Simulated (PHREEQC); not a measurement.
## Acid rinse or clean: speciation

Consider water at 25 °C with 0.59 mol HCl and 0.016 mol AlCl3 per kg of water. Closed to the air; pH follows from the charge balance.

The numbers come from PHREEQC with the ion-association model, phreeqc.dat.

Precipitation was switched off in this run.

Problem. What pH does the model give?

Solution. pH 0.35.
